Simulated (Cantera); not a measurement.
Input (Python, Cantera) and output of one run.

```python
import numpy as np
import cantera as ct

gas_names = [...]  # 91 gases of nasa_gas.yaml made of C, Cl, H
cond_names = """
    C(gr) C6H6(L) C7H8(L) C8H18(L),n-octa
""".split()


# ... load() reads the species with a 1 bar reference pressure and builds the phases ...
atoms = {
    'CH3Cl': {'C': 1, 'H': 3, 'CL': 1},
    'HCl': {'H': 1, 'CL': 1},
}
top_T = {'C(gr)': 4500}  # K; cautious upper limits of use, not melting points


# ... equilibrate(T, P, feed) seeds the gas with the atoms and calls Mixture.equilibrate('TP', solver="vcs", rtol=1e-11, max_steps=5000) ...
results = []
feed = {'CH3Cl': 1, 'HCl': 0.017}  # mol
P = 14  # Pa
for T in [1600, 1650, 1700, 1750, 1800, 1850, 1900, 1950, 2000, 2050, 2100]:
    mix = equilibrate(T, P, feed)
    results.append((T, P, feed, dict(zip(mix.species_names, mix.species_moles))))

top = {s: max(r[3][s] / sum(r[3][g] for g in gas_names) for r in results) for s in gas_names}
cols = sorted((s for s in top if top[s] > 1e-06), key=lambda s: -top[s])[:5]
seen = [c for c in cond_names if any(r[3].get(c, 0) > 1e-12 for r in results)]
print("log10 of partial pressures in bar; condensed amounts in mol")
print(f"{'T/K':>10s}" + "".join(f"{s[:9]:>10s}" for s in cols + seen))
for T, P, feed, n in results:
    ng = sum(n[g] for g in gas_names)
    print(f"{T:10.4g}" + "".join(f"{np.log10(max(n[s] / ng * P / 1e5, 1e-99)):10.3f}" for s in cols)
          + "".join(f"{n.get(c, 0):10.4g}" for c in seen))
```

Output:

```
log10 of partial pressures in bar; condensed amounts in mol
       T/K       HCL        H2         H        CL C2H2,acet     C(gr)
      1600    -4.155    -4.160    -6.345    -6.441    -8.721    0.9999
      1650    -4.157    -4.161    -6.122    -6.224    -8.502    0.9999
      1700    -4.161    -4.163    -5.913    -6.020    -8.297    0.9999
      1750    -4.166    -4.165    -5.716    -5.829    -8.105    0.9998
      1800    -4.174    -4.169    -5.531    -5.651    -7.925    0.9997
      1850    -4.185    -4.174    -5.356    -5.485    -7.757    0.9995
      1900    -4.200    -4.182    -5.191    -5.331    -7.600    0.9992
      1950    -4.220    -4.193    -5.037    -5.190    -7.455    0.9989
      2000    -4.248    -4.208    -4.893    -5.061    -7.322    0.9985
      2050    -4.284    -4.228    -4.758    -4.945    -7.202     0.998
      2100    -4.330    -4.255    -4.634    -4.842    -7.095    0.9973
```

Method: chemical equilibrium by Gibbs-energy minimisation in Cantera with the NASA 1993 tables (ideal gas, pure condensed phases).
